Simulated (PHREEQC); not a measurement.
A solution holds 4.4 mol KOH, 3.9 mol KCl and 0.39 mol NaCl per kg of water, at 25 °C. Closed to the air; pH follows from the charge balance.

Model: Pitzer model, pitzer.dat, run in PHREEQC.

Each row changes one thing in this solution. This is a speciation only: nothing precipitates in the calculation.

```json
[
 {"case": "as made", "pH": "15.47", "ionic strength (mol/kgw)": "8.69", "SI of Sylvite (KCl)": "+0.46"},
 {"case": "KOH replaced by K2CO3 at the same molality", "pH": "13.24", "ionic strength (mol/kgw)": "…", "SI of Sylvite (KCl)": "+0.80"},
 {"case": "KOH from 4.4 to 0.88 mol/kgw", "pH": "14.04", "ionic strength (mol/kgw)": "…", "SI of Sylvite (KCl)": "…"},
 {"case": "temperature from 25 to 50 °C", "pH": "14.68", "ionic strength (mol/kgw)": "8.69", "SI of Sylvite (KCl)": "+0.25"},
 {"case": "NaCl left out", "pH": "15.46", "ionic strength (mol/kgw)": "8.30", "SI of Sylvite (KCl)": "+0.40"},
 {"case": "KCl left out", "pH": "…", "ionic strength (mol/kgw)": "4.79", "SI of Sylvite (KCl)": "-0.96"}
]
```

Question: Fill in the missing entries.

Answer: 
- KOH replaced by K2CO3 at the same molality, ionic strength (mol/kgw): 17.5
- KOH from 4.4 to 0.88 mol/kgw, ionic strength (mol/kgw): 5.17
- KOH from 4.4 to 0.88 mol/kgw, SI of Sylvite (KCl): -0.01
- KCl left out, pH: 15.14

Species that the database lacks are ignored. Some of these states are supersaturated (in Sylvite, for instance). In brines, pH and single-ion activities rest on the MacInnes convention. At this temperature some constants are extrapolated from 25 °C, and those without enthalpy data are left unchanged.
